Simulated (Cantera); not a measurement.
**Ignition delay**

Mixture: 15.9 % CH4, 17.6 % O2, 66.5 % N2, at 18800 Torr, adiabatic and at constant pressure. Ignition delay is the time to a rise of 400 K.

Cantera simulation using GRI-Mech 3.0 (53 species, 325 reactions); the numbers are that mechanism's predictions, not measurements. The pressure lies above the range GRI-Mech 3.0 was tuned for (to about 10 atm).

```json
[
 {"T0 (K)": "1073", "delay (ms)": "11.8"},
 {"T0 (K)": "1148", "delay (ms)": "4.21"},
 {"T0 (K)": "1223", "delay (ms)": "1.70"},
 {"T0 (K)": "1298", "delay (ms)": "0.748"},
 {"T0 (K)": "1373", "delay (ms)": "0.348"},
 {"T0 (K)": "1448", "delay (ms)": "0.169"},
 {"T0 (K)": "1523", "delay (ms)": "0.0852"},
 {"T0 (K)": "1598", "delay (ms)": "0.0443"}
]
```

The apparent activation energy between 1448 and 1598 K is 170 kJ/mol.
